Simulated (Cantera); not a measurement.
Cantera run:

```python
import numpy as np
import cantera as ct

gas_names = """
    N NO NO2 NO3 N2 N2O O O2 O3 Pb PbO Pb2
""".split()
cond_names = """
    Pb(cr) Pb(L) PbO(rd) PbO(yw) PbO(L) PbO2(s) Pb3O4(s)
""".split()


def load(file, names, dense=False):
    # The tables refer to 1 bar. Condensed volumes are neglected.
    table = {s.name: s for s in ct.Species.list_from_file(file)}
    out = []
    for n in names:
        d = dict(table[n].input_data)
        d["thermo"] = dict(d["thermo"], **{"reference-pressure": 1e5})
        if dense:
            d["equation-of-state"] = {"model": "constant-volume", "density": "1e6 g/cm^3"}
        out.append(ct.Species.from_dict(d))
    return out


gas = ct.Solution(thermo="ideal-gas", species=load("nasa_gas.yaml", gas_names))
cond = {s.name: ct.Solution(thermo="fixed-stoichiometry", species=[s], name=s.name)
        for s in load("nasa_condensed.yaml", cond_names, dense=True)}
atoms = {
    'PbO': {'Pb': 1, 'O': 1},
    'O2': {'O': 2},
    'N2': {'N': 2},
}
top_T = {'Pb3O4(s)': 820}  # K; cautious upper limits of use, not melting points


def equilibrate(T, P, feed):
    n = {}
    for name, mol in feed.items():
        for a, k in atoms[name].items():
            n[a] = n.get(a, 0.0) + k * mol
    gas.TPX = T, P, n
    mass = sum(n.values()) * gas.mean_molecular_weight
    gas.equilibrate("TP")
    valid = [c for c in cond.values() if c.min_temp <= T <= top_T.get(c.name, c.max_temp)]
    mix = ct.Mixture([(gas, mass / gas.mean_molecular_weight)] + [(c, 0.0) for c in valid])
    mix.T, mix.P = T, P
    mix.equilibrate("TP", solver="vcs", rtol=1e-11, max_steps=5000)
    return mix


results = []
feed = {'PbO': 1, 'O2': 0.039, 'N2': 22}  # mol
P = 58  # Pa
for T in [600, 625, 650, 675, 700, 725, 750, 775, 800, 825, 850, 875, 900]:
    mix = equilibrate(T, P, feed)
    results.append((T, P, feed, dict(zip(mix.species_names, mix.species_moles))))

top = {s: max(r[3][s] / sum(r[3][g] for g in gas_names) for r in results) for s in gas_names}
cols = sorted((s for s in top if top[s] > 0.0001), key=lambda s: -top[s])[:9]
seen = [c for c in cond_names if any(r[3].get(c, 0) > 1e-12 for r in results)]
print("log10 of partial pressures in bar; condensed amounts in mol")
print(f"{'T/K':>10s}" + "".join(f"{s[:9]:>10s}" for s in cols + seen))
for T, P, feed, n in results:
    ng = sum(n[g] for g in gas_names)
    print(f"{T:10.4g}" + "".join(f"{np.log10(max(n[s] / ng * P / 1e5, 1e-99)):10.3f}" for s in cols)
          + "".join(f"{n.get(c, 0):10.4g}" for c in seen))
```

Result:

```
log10 of partial pressures in bar; condensed amounts in mol
       T/K        N2        O2   PbO(rd)   PbO(yw)
       600    -3.237    -5.989         1         0
       625    -3.237    -5.989         1         0
       650    -3.237    -5.989         1         0
       675    -3.237    -5.989         1         0
       700    -3.237    -5.989         1         0
       725    -3.237    -5.989         1         0
       750    -3.237    -5.989         1         0
       775    -3.237    -5.989         0         1
       800    -3.237    -5.989         0         1
       825    -3.237    -5.989         0         1
       850    -3.237    -5.989         0         1
       875    -3.237    -5.989         0    0.9999
       900    -3.237    -5.989         0    0.9997
```

Method: chemical equilibrium by Gibbs-energy minimisation in Cantera with the NASA 1993 tables (ideal gas, pure condensed phases).
